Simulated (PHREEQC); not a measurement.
A column of 0.1 m (40 cells, dispersivity 0.008 m, 720 s a shift, diffusion coefficient 3e-10 m²/s) holds 0.017 eq of the database's cation exchanger X per kg of pore water, first in equilibrium with 72 mmol/kgw NaCl, 5.3 mmol/kgw Na2SO4 and 0.01 mmol/kgw HCl. It is flushed with 0.0079 mol/kgw KBr and 1e-05 mol/kgw HCl, at 25 °C. Values are for the last cell. The system is closed to CO2. Nothing may precipitate in this run.

Base run: PHREEQC, ion-association model, phreeqc.dat. Each further column changes one thing. The table gives Na in solution (mol/kgw).

```
pore volumes      base  exchange capacity from 0.017 to 0.0085 eq/kgw  dispersivity from 0.008 to 0.016 m
------------  --------  ---------------------------------------------  ----------------------------------
0               0.0826                                         0.0826                              0.0826
1.137           0.0303                                         0.0299                              0.0308
2.263          0.00851                                        0.00324                             0.00934
3.612         0.000994                                        8.01e-5                                 [?]
4.737          6.02e-5                                        3.55e-6                            0.000370
5.862          4.18e-6                                        1.58e-7                                 [?]
6.987          3.03e-7                                        7.06e-9                                 [?]
```

Q: What belongs in the gaps?

A: 
- 3.612, dispersivity from 0.008 to 0.016 m: 0.00203
- 5.862, dispersivity from 0.008 to 0.016 m: 6.93e-5
- 6.987, dispersivity from 0.008 to 0.016 m: 1.31e-5
